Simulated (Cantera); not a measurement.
## MgO + C + H2 (sublimation and decomposition of ceramics)

Charge: 1 mol MgO, 0.18 mol C, a varied amount of H2, equilibrated at 6.50 Pa.

Cantera equilibrium calculation (NASA polynomials, part measured and part estimated; ideal gas, pure solids and liquids). Candidate condensed phases: C, C6H6, C7H8, C8H18, H2O, Mg, MgCO3, MgO, Mg(OH)2; 116 gas species. Kinetics and transport are ignored.

Stable condensed phases:

```
T in °C \ n(H2) in mol
         0.46 0.65 0.91  1.3  1.8  2.5  3.5    5
   2650     A    A    A    A    A    A    A    A
   2550     A    A    A    A    A    A    A    A
   2450     A    A    A    A    A    A    A    A
   2350     A    A    A    A    A    A    A    A
   2250     A    A    A    A    A    A    A    A
   2150     A    A    A    A    A    A    A    A
   2050     A    A    A    A    A    A    A    A
   1950     A    A    A    A    A    A    A    A
   1850     B    A    A    A    A    A    A    A
   1750     B    B    B    B    A    A    A    A
   1650     B    B    B    B    B    B    A    A
```

A: gas only; B: MgO.
